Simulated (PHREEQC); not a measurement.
Consider water at 74 °C with 100 mmol/kgw CaCl2, 0.1 mmol/kgw Sr(OH)2 and 0.24 mmol/kgw H2SO4. Closed to the air; pH follows from the charge balance.

Equilibrium calculation in PHREEQC: ion-association model, phreeqc.dat.

Q: The ionic strength comes out as 0.300 mol/kgw. What activity coefficients do HSO4-, Cl-, H+, Sr+2, Ca+2 get?

A: HSO4- 0.71, Cl- 0.66, H+ 0.77, Sr+2 0.26, Ca+2 0.26.

Precipitation was switched off in this run. Complexes and solids missing from the database can't appear. Constants without temperature data keep their 25 °C values here.
